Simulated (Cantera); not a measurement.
Hydrocarbon pyrolysis for carbon deposition

An isothermal, constant-pressure homogeneous reactor starts with CH₄ : H₂ = 1 : 63 (molar parts), at 1750 K and 1300 Pa.

Computed with Cantera and GRI-Mech 3.0 (53 species, 325 reactions). GRI-Mech 3.0 stops at C3 and has no aromatics, soot or wall deposition, so with more carbon than oxygen in the feed, carbon stays in small species such as C2H2 where larger ones or solid carbon would form. Radical loss at walls, strong at low pressure, is not modelled.

| t (s) | x CH₄ | x H₂ | x C₂H₂ | x C₂H₄ | x CH₂ | x C₂H |
|---|---|---|---|---|---|---|
| 0.000300 | 0.0156 | 0.984 | <1e-12 | 9.84e-12 | 5.15e-12 | <1e-12 |
| 0.00110 | 0.0156 | 0.984 | 4.74e-12 | 4.32e-10 | 7.41e-11 | <1e-12 |
| 0.00405 | 0.0156 | 0.984 | 9.42e-10 | 2.00e-8 | 1.02e-9 | <1e-12 |
| 0.0149 | 0.0156 | 0.984 | 2.24e-7 | 7.99e-7 | 1.36e-8 | <1e-12 |
| 0.0548 | 0.0153 | 0.984 | 3.52e-5 | 1.13e-5 | 1.60e-7 | 1.76e-10 |
| 0.201 | 0.0132 | 0.984 | 0.000969 | 2.19e-5 | 6.50e-7 | 1.08e-8 |
| 0.740 | 0.00737 | 0.987 | 0.00392 | 9.33e-6 | 4.87e-7 | 4.96e-8 |
| 2.72 | 0.00253 | 0.989 | 0.00639 | 3.73e-6 | 2.06e-7 | 8.79e-8 |
| 10.0 | 0.000687 | 0.990 | 0.00733 | 3.21e-6 | 6.20e-8 | 1.05e-7 |
x: mole fraction; the columns are a selection and need not sum to one.

Equilibrium at this temperature and pressure: CH₄ 9.46e-5, H₂ 0.990, C₂H₂ 0.00763, C₂H₄ 3.26e-6, CH₂ 8.80e-9, C₂H 1.11e-7 (gas phase only).
